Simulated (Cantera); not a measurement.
Feed: 1 mol C₂H₂, 0.075 mol O₂, held at 2000 K and 0.330 bar.

Equilibrium computed with Cantera from the NASA thermochemical tables; the gas is ideal and each condensed phase is pure. Candidate condensed phases: C, C₆H₆, C₇H₈, C₈H₁₈, H₂O; 110 gas species. Equilibrium is a limit: real reactors are often held back by kinetics, nucleation or transport.

Base state: H₂ 0.866, CO 0.130, H 0.00263, C₂H₂ (acetylene) 0.000665, CH₄ 0.000105 (mole fractions); condensed: C(graphite).

Problem. What changes in the equilibrium state with this change: O₂ from 0.075 to 0.0086 mol?

Solution. 
```
species             before     after
----------------  --------  --------
H₂                   0.866     0.979
CO                   0.130    0.0169
H                  0.00263   0.00280
CH₄               0.000105  0.000134
C₂H₂ (acetylene)  0.000665  0.000752
C(graphite), mol      1.85      1.98
```

Problem. What changes in the equilibrium state with this change: O₂ from 0.075 to 0.67 mol?

Solution. 
| species | before | after |
|---|---|---|
| CO | 0.130 | 0.572 |
| H₂ | 0.866 | 0.426 |
| H | 0.00263 | 0.00185 |
| CH₄ | 0.000105 | 2.54e-5 |
| C₂H₂ (acetylene) | 0.000665 | 0.000327 |
| C(graphite), mol | 1.85 | 0.658 |

Problem. What changes in the equilibrium state with this change: O₂ from 0.075 to 0.31 mol?

Solution. 
| species | before | after |
|---|---|---|
| H₂ | 0.866 | 0.615 |
| CO | 0.130 | 0.382 |
| H | 0.00263 | 0.00222 |
| CH₄ | 0.000105 | 5.30e-5 |
| C₂H₂ (acetylene) | 0.000665 | 0.000472 |
| C(graphite), mol | 1.85 | 1.38 |
